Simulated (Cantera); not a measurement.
A closed system holds: 1 mol MgO, 4.5 mol CH4, 0.1 mol H2, held at 600 °C and 7200 Pa.

Cantera equilibrium calculation (NASA polynomials, part measured and part estimated; ideal gas, pure solids and liquids). Candidate condensed phases: C, C6H6, C7H8, C8H18, H2O, Mg, MgCO3, MgO, Mg(OH)2; 116 gas species. The numbers say what is thermodynamically allowed, not how fast it happens.

Base state: H2 0.970, CH4 0.0303 (mole fractions); condensed: C(graphite) + MgO(s).

Problem. What changes in the equilibrium state with this change: MgO replaced by PbO?

Solution. 
| species | before | after |
|---|---|---|
| H2 | 0.970 | 0.876 |
| CO | <1e-9 | 0.0748 |
| CH4 | 0.0303 | 0.0247 |
| H2O | <1e-9 | 0.0200 |
| CO2 | <1e-9 | 0.00455 |
| C(graphite), mol | 4.23 | 3.50 |
| MgO(s), mol | 1.00 | 0 |
| Pb(l), mol | 0 | 1.000 |
Further candidate phases: Pb, PbO, PbO2, Pb3O4.
